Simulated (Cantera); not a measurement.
Gas-phase reforming

An isothermal, constant-pressure homogeneous reactor starts with CH₄ : H₂O : H₂ = 1 : 3.7 : 1.1 (molar parts), at 1850 K and 12000 Pa.

Detailed kinetics in Cantera: GRI-Mech 3.0 (53 species, 325 reactions).

```
t (s)        x CH₄  x H₂O   x H₂       x H     x HCO   x CH₂CO     x CO₂
--------  --------  -----  -----  --------  --------  --------  --------
6.00e-5      0.172  0.638  0.190   5.05e-5  2.76e-10  2.17e-12    <1e-12
0.000150     0.170  0.637  0.191  0.000117   8.19e-9  6.15e-10  2.98e-10
0.000375     0.164  0.635  0.195  0.000266   1.22e-7   1.59e-7   8.92e-8
0.000939     0.140  0.623  0.219  0.000446   3.07e-7   1.13e-5   6.10e-6
0.00235     0.0953  0.594  0.274  0.000567   2.41e-7   6.40e-5   8.21e-5
0.00587     0.0514  0.560  0.332  0.000720   1.56e-7  0.000104  0.000569
0.0147      0.0234  0.524  0.379  0.000908   9.56e-8  0.000111   0.00275
0.0368      0.0131  0.476  0.423   0.00105   6.13e-8   8.21e-5   0.00806
0.0919     0.00936  0.415  0.471   0.00108   3.88e-8   3.95e-5    0.0135
0.230      0.00507  0.360  0.516   0.00110   2.13e-8   1.06e-5    0.0163
0.575      0.00106  0.332  0.538   0.00110   1.01e-8   6.77e-7    0.0168
1.44       3.74e-6  0.329  0.542   0.00114   7.89e-9  2.79e-10    0.0168
3.60      8.99e-11  0.329  0.542   0.00115   7.93e-9    <1e-12    0.0168
9.00      8.98e-11  0.329  0.542   0.00115   7.93e-9    <1e-12    0.0168
```
x: mole fraction; the columns are a selection and need not sum to one.

Equilibrium at this temperature and pressure: CH₄ 1.11e-10, H₂O 0.329, H₂ 0.542, H 0.00115, HCO 7.93e-9, CH₂CO <1e-12, CO₂ 0.0168 (gas phase only).
